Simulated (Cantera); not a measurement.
An isothermal, constant-pressure homogeneous reactor starts with N₂O : O₂ = 1 : 0.15 (molar parts), at 1475 K and 100000 Pa. Integrator tolerance rtol = 1e-08.

Detailed kinetics in Cantera: GRI-Mech 3.0 (53 species, 325 reactions). GRI-Mech 3.0 was tuned for natural gas; its chemistry of N2O as a main component is partial and can be far from experiment. The temperature is held fixed by assumption; the heat of reaction is taken as removed at once.

What does this change do: temperature 1475 to 1575 K?


```csv
quantity,before,after
x(N₂O) at 9.00 s,4.09e-6 (gas-phase equilibrium 7.06e-8),6.35e-6 (gas-phase equilibrium 1.10e-7)
x(O₂) at 9.00 s,0.337 (gas-phase equilibrium 0.393),0.326 (gas-phase equilibrium 0.393)
x(NO₂) at 9.00 s,0.000820 (gas-phase equilibrium 1.03e-5),0.000721 (gas-phase equilibrium 1.23e-5)
x(NO) at 9.00 s,0.112 (gas-phase equilibrium 0.00130),0.135 (gas-phase equilibrium 0.00209)
x(N₂) at 9.00 s,0.550 (gas-phase equilibrium 0.605),0.539 (gas-phase equilibrium 0.605)
x(O) at 9.00 s,1.68e-6 (gas-phase equilibrium 1.81e-6),6.17e-6 (gas-phase equilibrium 6.75e-6)
```

What does this change do: temperature 1475 to 1398 K?


| quantity | before | after |
|---|---|---|
| x(N₂O) at 9.00 s | 4.09e-6 (gas-phase equilibrium 7.06e-8) | 2.56e-6 (gas-phase equilibrium 4.81e-8) |
| x(O₂) at 9.00 s | 0.337 (gas-phase equilibrium 0.393) | 0.348 (gas-phase equilibrium 0.394) |
| x(NO₂) at 9.00 s | 0.000820 (gas-phase equilibrium 1.03e-5) | 0.000877 (gas-phase equilibrium 8.82e-6) |
| x(NO) at 9.00 s | 0.112 (gas-phase equilibrium 0.00130) | 0.0914 (gas-phase equilibrium 0.000864) |
| x(N₂) at 9.00 s | 0.550 (gas-phase equilibrium 0.605) | 0.560 (gas-phase equilibrium 0.606) |
| x(O) at 9.00 s | 1.68e-6 (gas-phase equilibrium 1.81e-6) | 5.45e-7 (gas-phase equilibrium 5.79e-7) |
The mechanism lacks the step 2 NO + O2 → 2 NO2, which can matter for NO2 below about 1400 K.

What does this change do: temperature 1475 to 1048 K?


```json
[
 {"quantity": "x(N₂O) at 9.00 s", "before": "4.09e-6 (gas-phase equilibrium 7.06e-8)", "after": "0.675 (gas-phase equilibrium 4.30e-9)"},
 {"quantity": "x(O₂) at 9.00 s", "before": "0.337 (gas-phase equilibrium 0.393)", "after": "0.186 (gas-phase equilibrium 0.394)"},
 {"quantity": "x(NO₂) at 9.00 s", "before": "0.000820 (gas-phase equilibrium 1.03e-5)", "after": "0.000102 (gas-phase equilibrium 3.34e-6)"},
 {"quantity": "x(NO) at 9.00 s", "before": "0.112 (gas-phase equilibrium 0.00130)", "after": "0.00676 (gas-phase equilibrium 6.25e-5)"},
 {"quantity": "x(N₂) at 9.00 s", "before": "0.550 (gas-phase equilibrium 0.605)", "after": "0.132 (gas-phase equilibrium 0.606)"},
 {"quantity": "x(O) at 9.00 s", "before": "1.68e-6 (gas-phase equilibrium 1.81e-6)", "after": "9.63e-8 (gas-phase equilibrium 4.00e-10)"}
]
```
The mechanism lacks the step 2 NO + O2 → 2 NO2, which can matter for NO2 below about 1400 K.
